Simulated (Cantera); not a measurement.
A freely propagating, adiabatic, planar premixed flame of 5.60 % CH₄, 7.84 % H₂, 18.2 % O₂, 68.3 % N₂, unburnt at 348 K and 3.40 bar; mixture-averaged transport, grid criteria slope 0.08 and curve 0.16, no radiation.

Cantera simulation using GRI-Mech 3.0 (53 species, 325 reactions); the numbers are that mechanism's predictions, not measurements. Burning velocities carry a grid error of a few per cent, more on coarse grids.

Task: Predict: laminar burning velocity; thermal thickness; peak x(O); peak x(C₂H₂).

Result: 
* **laminar burning velocity**: 40.8 cm/s
* **thermal thickness**: 0.146 mm
* **peak x(O)**: 0.00233
* **peak x(C₂H₂)**: 1.21e-5
